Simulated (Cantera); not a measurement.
An isothermal, constant-pressure homogeneous reactor starts with H2 : O2 : N2 = 0.05 : 1 : 0.24 (molar parts), equivalence ratio 0.025, at 1300 K and 10.00 Torr.

Model: GRI-Mech 3.0 (53 species, 325 reactions), integrated in Cantera. Radical loss at walls, strong at low pressure, is not modelled. The temperature is held fixed by assumption; the heat of reaction is taken as removed at once.

One state of this run: x H2 = 0.000288; x O2 = 0.759; x NO = 2.20e-7; x H2O = 0.0370; x H = 0.00143; x NO2 = 1.14e-11; x N2O = 3.94e-9. x: mole fraction; the columns are a selection and need not sum to one.

Which value of t (s) does it belong to?
A) 40.0
B) 11.5
C) 0.0221
D) 0.0771

D, 0.0771
